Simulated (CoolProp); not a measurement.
Vapour-liquid equilibrium of C2F6 (R116) (1) + R134a (2) at 0.292 MPa; x and y are mole fractions of (1).

Computed with CoolProp (multi-fluid Helmholtz-energy mixture model, Lemmon 2006 and Tillner-Roth 1994; pair parameters Bell 2016).

**Question.** Give the bubble temperature and the first vapour's composition at x = 0.05, 0.2, 0.5. Is there an azeotrope?

**Answer.** x = 0.05: -18.4 °C, y = 0.514; x = 0.2: -43.5 °C, y = 0.864; x = 0.5: -51.1 °C, y = 0.919. No azeotrope shows between x = 0.05 and 0.95.

Pair parameters are fitted to limited data, so mixtures are less certain than the pure fluids. With so large a gap from Raoult's law the liquid may split in two, which this calculation doesn't test in full.
